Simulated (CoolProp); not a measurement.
Vapour-liquid equilibrium of methane (1) + ethylene (2) at 227 kPa; x and y are mole fractions of (1).

Model: multi-fluid Helmholtz-energy mixture model, Setzmann 1991 and Smukala 2000; pair parameters Bell 2016, in CoolProp.

| x | bubble temperature, mixture model (°C) | bubble temperature, Raoult's law (°C) | y, mixture model | y, Raoult's law |
|---|---|---|---|---|
| 0.05 | -103.9 | -102.1 | 0.562 | 0.533 |
| 0.2 | -128.8 | -123.4 | 0.932 | 0.905 |
| 0.35 | -138.1 | -133.6 | 0.975 | 0.967 |
| 0.5 | -142.7 | -139.8 | 0.986 | 0.986 |
| 0.65 | -145.5 | -144.1 | 0.992 | 0.994 |
| 0.8 | -147.8 | -147.3 | 0.996 | 0.998 |
| 0.95 | -149.9 | -149.9 | 0.999 | 1.000 |

The largest gap from Raoult's law is -5.4 K in bubble temperature, at x = 0.2. No azeotrope shows between x = 0.05 and 0.95.

Pair parameters are fitted to limited data, so mixtures are less certain than the pure fluids.
